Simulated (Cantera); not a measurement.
# Sublimation and decomposition of ceramics: AlN + H2

Input: 1 mol AlN, 0.099 mol H2, held at 2948.15 K and 13.3 mbar.

Method: chemical equilibrium by Gibbs-energy minimisation in Cantera with the NASA 1993 tables (ideal gas, pure condensed phases). Candidate condensed phases: Al, AlN; 13 gas species. Kinetics and transport are ignored.

The x(Al) comes out as 0.593 and the x(N2) is 0.297. The x(H) is 0.102 and the x(H2) is 0.00766. The x(AlH) comes out as 0.000409. The x(Al2) comes out as 4.97e-5 and the x(N) is 4.68e-5. The gas amount is 1.684 mol and the log10 activity of Al(l) (absent) is -2.39.
